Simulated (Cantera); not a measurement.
Mixture: CH4 : CO : O2 : N2 = 1 : 0.73 : 1.82 : 6.84 (molar parts), equivalence ratio 1.3, at 2.37 atm, adiabatic and at constant pressure. Ignition delay is the time to a rise of 400 K.

Model: GRI-Mech 3.0 (53 species, 325 reactions), integrated in Cantera.

What does this change do: pressure from 2.37 atm to 2.66 atm?


```tsv
quantity	before	after
delay at 1000 K	1.20 s	1.07 s
delay at 1050 K	0.460 s	0.412 s
delay at 1100 K	0.189 s	0.170 s
delay at 1150 K	82.0 ms	73.9 ms
delay at 1200 K	37.4 ms	33.8 ms
delay at 1250 K	17.8 ms	16.1 ms
apparent activation energy between 1150 and 1250 K	180 kJ/mol	180 kJ/mol
```
